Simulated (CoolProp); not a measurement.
Vapour-liquid equilibrium of ethane (1) + CHF3 (R23) (2) at 220.7 K; x and y are mole fractions of (1).

Model: multi-fluid Helmholtz-energy mixture model, Bücker 2006 and Penoncello 2003; pair parameters Bell 2016, in CoolProp.

```json
[
 {"x": "0.05", "bubble pressure (MPa)": "0.5545", "y at the bubble point": "0.233", "dew pressure at overall composition x (MPa)": "0.4548", "liquid density (mol/L)": "18.63"},
 {"x": "0.125", "bubble pressure (MPa)": "0.6624", "y at the bubble point": "0.380", "dew pressure at overall composition x (MPa)": "0.4916", "liquid density (mol/L)": "18.20"},
 {"x": "0.2", "bubble pressure (MPa)": "…", "y at the bubble point": "0.445", "dew pressure at overall composition x (MPa)": "0.5338", "liquid density (mol/L)": "…"},
 {"x": "0.275", "bubble pressure (MPa)": "0.7426", "y at the bubble point": "0.479", "dew pressure at overall composition x (MPa)": "0.5824", "liquid density (mol/L)": "…"},
 {"x": "0.35", "bubble pressure (MPa)": "0.7550", "y at the bubble point": "…", "dew pressure at overall composition x (MPa)": "0.6382", "liquid density (mol/L)": "17.17"},
 {"x": "0.425", "bubble pressure (MPa)": "0.7608", "y at the bubble point": "0.512", "dew pressure at overall composition x (MPa)": "0.7000", "liquid density (mol/L)": "16.92"},
 {"x": "0.5", "bubble pressure (MPa)": "0.7632", "y at the bubble point": "0.524", "dew pressure at overall composition x (MPa)": "0.7558", "liquid density (mol/L)": "16.72"},
 {"x": "0.575", "bubble pressure (MPa)": "0.7628", "y at the bubble point": "…", "dew pressure at overall composition x (MPa)": "0.7505", "liquid density (mol/L)": "16.57"},
 {"x": "0.65", "bubble pressure (MPa)": "0.7585", "y at the bubble point": "0.556", "dew pressure at overall composition x (MPa)": "…", "liquid density (mol/L)": "16.47"},
 {"x": "0.725", "bubble pressure (MPa)": "0.7470", "y at the bubble point": "0.582", "dew pressure at overall composition x (MPa)": "0.6568", "liquid density (mol/L)": "16.42"},
 {"x": "0.8", "bubble pressure (MPa)": "0.7225", "y at the bubble point": "0.624", "dew pressure at overall composition x (MPa)": "0.6097", "liquid density (mol/L)": "16.39"},
 {"x": "0.875", "bubble pressure (MPa)": "0.6757", "y at the bubble point": "0.696", "dew pressure at overall composition x (MPa)": "…", "liquid density (mol/L)": "16.40"},
 {"x": "0.95", "bubble pressure (MPa)": "0.5918", "y at the bubble point": "0.830", "dew pressure at overall composition x (MPa)": "0.5282", "liquid density (mol/L)": "16.44"}
]
```

Task: Some entries are withheld; supply them.

Result: 
- 0.2, bubble pressure (MPa): 0.7165
- 0.2, liquid density (mol/L): 17.81
- 0.275, liquid density (mol/L): 17.47
- 0.35, y at the bubble point: 0.498
- 0.575, y at the bubble point: 0.538
- 0.65, dew pressure at overall composition x (MPa): 0.7062
- 0.875, dew pressure at overall composition x (MPa): 0.5668

y crosses x between x = 0.5 and 0.575: the model has an azeotrope there.

Pair parameters are fitted to limited data, so mixtures are less certain than the pure fluids. With so large a gap from Raoult's law the liquid may split in two, which this calculation doesn't test in full.
